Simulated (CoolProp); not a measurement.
Vapour-liquid equilibrium of R22 (1) + R152A (2) at 0.742 MPa; x and y are mole fractions of (1).

Values from CoolProp's multi-fluid Helmholtz-energy mixture model, Kamei 1995 and Outcalt 1996; pair parameters Bell 2016.

```csv
x,bubble temperature (K),y at the bubble point,dew temperature at overall composition x (K),liquid density (mol/L)
0.05,304.8,0.070,305.1,13.37
0.2,302.0,0.268,303.0,13.52
0.35,299.2,0.449,300.8,13.67
0.5,296.2,0.612,298.3,13.83
0.65,293.2,0.755,295.4,13.98
0.8,290.1,0.875,292.1,14.13
0.95,287.0,0.973,287.8,14.26
```

No azeotrope shows between x = 0.05 and 0.95.

The pair parameters rest on a limited set of measurements; away from them the model extrapolates.
